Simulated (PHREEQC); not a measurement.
# Leach liquor: speciation

Make-up at 20 °C: 49 mmol/kgw H2SO4, 0.22 mmol/kgw LiCl and 190 mmol/kgw NiSO4. Closed to the air; pH follows from the charge balance.

All values are PHREEQC results (ion-association model, wateq4f.dat), not measurements.

Each row changes one thing in this solution. No solid was allowed to form.

```csv
case,pH,ionic strength (mol/kgw),SO4-2 (mol/kgw),HSO4- (mol/kgw),Ni(SO4)2-2 (mol/kgw),NiOH+ (mol/kgw),SI of Morenosite (NiSO4:7H2O)
as made,1.58,0.416,0.0839,0.0637,0.000364,1.41e-10,-0.89
0.028 mol/kgw NaHCO3 added,1.75,0.426,0.0934,0.0471,0.000422,2.01e-10,-0.87
LiCl left out,1.58,0.416,0.0839,0.0637,0.000364,1.41e-10,-0.89
LiCl replaced by NiCl2 at the same molality,1.58,0.416,0.0839,0.0637,0.000364,1.41e-10,-0.89
H2SO4 left out,6.03,0.368,0.0916,2.54e-6,0.000443,3.73e-6,-0.86
temperature from 20 to 90 °C,2.07,0.389,0.0659,0.0866,0.000168,2.42e-8,-1.56
```

Some of these states are supersaturated (in Ni(OH)2, for instance). Away from 25 °C the constants follow the database's enthalpies or fits; those with neither stay at their 25 °C values.
